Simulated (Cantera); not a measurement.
A Cantera script and what it prints.

```python
import numpy as np
import cantera as ct

gas_names = [...]  # 95 gases of nasa_gas.yaml made of C, F, H
cond_names = """
    C(gr) C6H6(L) C7H8(L) C8H18(L),n-octa
""".split()


# ... load() reads the species with a 1 bar reference pressure and builds the phases ...
atoms = {
    'CH2F2': {'C': 1, 'H': 2, 'F': 2},
    'CH4': {'C': 1, 'H': 4},
}
top_T = {'C(gr)': 4500}  # K; cautious upper limits of use, not melting points


# ... equilibrate(T, P, feed) seeds the gas with the atoms and calls Mixture.equilibrate('TP', solver="vcs", rtol=1e-11, max_steps=5000) ...
results = []
feed = {'CH2F2': 1, 'CH4': 0.25}  # mol
P = 27000  # Pa
for T in [2650, 2750, 2850, 2950, 3050, 3150, 3250, 3350]:
    mix = equilibrate(T, P, feed)
    results.append((T, P, feed, dict(zip(mix.species_names, mix.species_moles))))
    x = sorted(zip(gas.X, gas.species_names), reverse=True)
    print(f"T = {T:g} K  P = {P:g} Pa  gas = {mix.phase_moles(0):.4g} mol")
    print("   x: " + "  ".join(f"{s} {v:.3e}" for v, s in x if v > 1e-05))
    print("   condensed (mol): " + ("  ".join(f"{mix.phase(i).name} {mix.phase_moles(i):.4g}"
          for i in range(1, mix.n_phases) if mix.phase_moles(i) > 1e-12) or "none"))
```

Output:

```
T = 2650 K  P = 27000 Pa  gas = 2.549 mol
   x: HF 7.841e-01  H2 1.741e-01  H 3.764e-02  C2H2,acetylene 3.417e-03  F 5.120e-04  C2H 7.154e-05  C4H2 2.783e-05  CF 2.579e-05  C3 1.657e-05
   condensed (mol): C(gr) 1.232
T = 2750 K  P = 27000 Pa  gas = 2.57 mol
   x: HF 7.771e-01  H2 1.637e-01  H 5.326e-02  C2H2,acetylene 4.605e-03  F 9.552e-04  C2H 1.737e-04  C3 6.249e-05  CF 6.247e-05  C4H2 5.389e-05  C 1.398e-05
   condensed (mol): C(gr) 1.224
T = 2850 K  P = 27000 Pa  gas = 2.598 mol
   x: HF 7.679e-01  H2 1.508e-01  H 7.269e-02  C2H2,acetylene 5.928e-03  F 1.721e-03  C2H 3.913e-04  C3 2.139e-04  CF 1.433e-04  C4H2 9.709e-05  C 4.176e-05  C2 2.110e-05  C2HF 1.409e-05  C2H2,vinylidene 1.297e-05  CF2 1.051e-05
   condensed (mol): C(gr) 1.214
T = 2950 K  P = 27000 Pa  gas = 2.634 mol
   x: HF 7.560e-01  H2 1.357e-01  H 9.577e-02  C2H2,acetylene 7.284e-03  F 3.011e-03  C2H 8.212e-04  C3 6.718e-04  CF 3.134e-04  C4H2 1.630e-04  C 1.157e-04  C2 6.757e-05  C2HF 2.441e-05  C2H2,vinylidene 2.042e-05  CF2 1.901e-05  CH 1.082e-05  C5 1.054e-05
   condensed (mol): C(gr) 1.198
T = 3050 K  P = 27000 Pa  gas = 2.68 mol
   x: HF 7.404e-01  H 1.219e-01  H2 1.189e-01  C2H2,acetylene 8.531e-03  F 5.135e-03  C3 1.951e-03  C2H 1.612e-03  CF 6.579e-04  C 2.997e-04  C4H2 2.555e-04  C2 2.002e-04  C5 4.145e-05  C2HF 4.054e-05  CF2 3.378e-05  C2H2,vinylidene 3.012e-05  CH 2.224e-05  CH2 1.089e-05
   condensed (mol): C(gr) 1.172
T = 3150 K  P = 27000 Pa  gas = 2.742 mol
   x: HF 7.195e-01  H 1.498e-01  H2 1.010e-01  C2H2,acetylene 9.506e-03  F 8.558e-03  C3 5.282e-03  C2H 2.971e-03  CF 1.330e-03  C 7.302e-04  C2 5.527e-04  C4H2 3.735e-04  C5 1.490e-04  C2HF 6.454e-05  CF2 5.908e-05  CH 4.281e-05  C2H2,vinylidene 4.163e-05  C4 2.688e-05  C6H2 1.563e-05  CH2 1.475e-05
   condensed (mol): C(gr) 1.122
T = 3250 K  P = 27000 Pa  gas = 2.831 mol
   x: HF 6.897e-01  H 1.778e-01  H2 8.281e-02  F 1.393e-02  C3 1.341e-02  C2H2,acetylene 1.005e-02  C2H 5.149e-03  CF 2.593e-03  C 1.683e-03  C2 1.432e-03  C4H2 5.091e-04  C5 4.938e-04  CF2 1.013e-04  C2HF 9.828e-05  C4 8.795e-05  CH 7.734e-05  C2H2,vinylidene 5.380e-05  C6H2 2.754e-05  CH2 1.873e-05
   condensed (mol): C(gr) 1.014
T = 3350 K  P = 27000 Pa  gas = 2.977 mol
   x: HF 6.444e-01  H 2.031e-01  H2 6.495e-02  C3 3.215e-02  F 2.203e-02  C2H2,acetylene 1.000e-02  C2H 8.388e-03  CF 4.852e-03  C 3.690e-03  C2 3.499e-03  C5 1.519e-03  C4H2 6.430e-04  C4 2.677e-04  CF2 1.680e-04  C2HF 1.418e-04  CH 1.311e-04  C2H2,vinylidene 6.465e-05  C6H2 4.426e-05  CH2 2.215e-05
   condensed (mol): C(gr) 0.7706
```

Cantera equilibrium calculation (NASA polynomials, part measured and part estimated; ideal gas, pure solids and liquids).
